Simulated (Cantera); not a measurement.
Input: 1 mol Fe(CO)5, 3.8 mol CO, 38 mol N2, equilibrated at 1127 °C and 0.133 bar.

Equilibrium computed with Cantera from the NASA thermochemical tables; the gas is ideal and each condensed phase is pure. Candidate condensed phases: C, Fe, Fe(CO)5, FeO, Fe2O3, Fe3O4; 27 gas species. The numbers say what is thermodynamically allowed, not how fast it happens.

Base state: N2 0.812, CO 0.188 (mole fractions); condensed: Fe(γ).

Q: What changes in the equilibrium state with this change: temperature from 1127 °C to 677 °C?

A: 
```json
[
 {"species": "N2", "before": "0.812", "after": "0.818"},
 {"species": "CO", "before": "0.188", "after": "0.176"},
 {"species": "CO2", "before": "8.09e-6", "after": "0.00688"},
 {"species": "Fe(γ), mol", "before": "1.000", "after": "0"},
 {"species": "C(graphite), mol", "before": "0", "after": "0.320"},
 {"species": "Fe(α), mol", "before": "0", "after": "1.00"}
]
```
Condensed phases not in the tables: cementite and carbon dissolved in iron.

Q: What changes in the equilibrium state with this change: Fe(CO)5 replaced by PbO?

A: 
| species | before | after |
|---|---|---|
| N2 | 0.812 | 0.888 |
| CO | 0.188 | 0.0654 |
| CO2 | 8.09e-6 | 0.0234 |
| Pb | 0 | 0.0234 |
| Fe(γ), mol | 1.000 | 0 |
Further candidate phases: Pb, PbO, PbO2, Pb3O4.
